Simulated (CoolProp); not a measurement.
Saturation properties of c-C4F8 (RC318) (Tc = 388.4 K, pc = 27.78 bar, ω = 0.355).

Values from CoolProp's reference Helmholtz-energy equation of state, Platzer 1990. This equation is an older, rougher fit; its heat capacities, sound speeds and derivatives of the liquid may be far off and weren't checked against measurements.

```csv
T (K),p (bar),vapour Z,surface tension (mN/m),vapour viscosity (µPa s)
303.6,3.706,0.8859,7.56,11.1
307.5,4.170,(withheld),7.13,11.4
311.4,4.676,0.8647,6.71,11.6
315.3,5.227,0.8532,6.28,(withheld)
319.2,5.825,(withheld),(withheld),12.2
323.1,6.473,0.8280,5.46,12.4
327,7.173,0.8144,5.05,12.7
331,7.948,0.7996,4.64,13.0
334.9,8.763,0.7843,(withheld),13.3
338.8,9.638,0.7681,3.87,13.7
342.7,10.58,0.7509,3.49,14.1
346.6,11.58,0.7327,3.12,14.5
```

Problem. Complete the blanks.

Solution. 
- 307.5, vapour Z: 0.8756
- 315.3, vapour viscosity (µPa s): 11.9
- 319.2, vapour Z: 0.8409
- 319.2, surface tension (mN/m): 5.87
- 334.9, surface tension (mN/m): 4.25

It boils at 267.2 K under 1 atm.

Viscosity comes from a separate model (Huber 2003), an estimate that may be off by 10 % or more. Surface tension comes from a separate correlation (Mulero 2012).
